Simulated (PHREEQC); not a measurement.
**Reverse-osmosis reject: speciation**

A made-up water analysis in mmol/kgw, 20 °C, pH 6.69: Na 94.7; K 0.0648; Ca 11.4; Mg 9.25; Cl 116; S(6) 10.8; Alkalinity (meq/kgw) 0.13; Mn(2) 1.38.

Valence states are taken as typed.

The numbers come from PHREEQC with the ion-association model, phreeqc.dat.

This is a speciation only: nothing precipitates in the calculation.

Question: Predict the ionic strength, density, charge-balance error.

Answer: ionic strength 0.158 mol/kgw; density 1.004 g/cm³; charge-balance error 0.4 %.

Question: In which forms is S present?

Answer: SO4-2 65 %, CaSO4 12 %, MgSO4 12 %, NaSO4- 9.5 %, MnSO4 1.2 % of the S.
